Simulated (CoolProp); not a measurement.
Properties of fluorine along the isotherm -99.45 °C (Tc = -128.7 °C, pc = 52.40 bar, ω = 0.045).

Computed with CoolProp (reference Helmholtz-energy equation of state, de Reuck 1990).

| p (bar) | phase | cp (kJ/(kg K)) | cv (kJ/(kg K)) | speed of sound (m/s) | fugacity coefficient |
|---|---|---|---|---|---|
| 10.9 | gas | 0.8318 | 0.5712 | 225.9 | 0.9624 |
| 21.8 | gas | 0.9018 | 0.5873 | (withheld) | 0.9249 |
| 32.7 | gas | 0.9884 | 0.6033 | 217.6 | 0.8878 |
| 43.7 | gas | 1.099 | 0.6196 | (withheld) | 0.8511 |
| 54.6 | supercritical | 1.240 | 0.6359 | 211.6 | 0.8155 |
| 65.5 | supercritical | 1.425 | 0.6521 | 209.7 | 0.7809 |
| 76.4 | supercritical | 1.660 | 0.6674 | 209.0 | 0.7472 |
| 87.3 | supercritical | (withheld) | 0.6806 | 210.6 | 0.7146 |
| 98.2 | supercritical | 2.194 | 0.6895 | 216.4 | 0.6834 |
| 109 | supercritical | 2.366 | 0.6933 | 226.9 | 0.6544 |
| 120 | supercritical | (withheld) | 0.6932 | 241.6 | 0.6272 |
| 131 | supercritical | 2.385 | 0.6913 | 258.4 | 0.6028 |

### Question
Complete the blanks.

### Answer

- 21.8, speed of sound (m/s): 221.6
- 43.7, speed of sound (m/s): 214.3
- 87.3, cp (kJ/(kg K)): 1.935
- 120, cp (kJ/(kg K)): 2.425
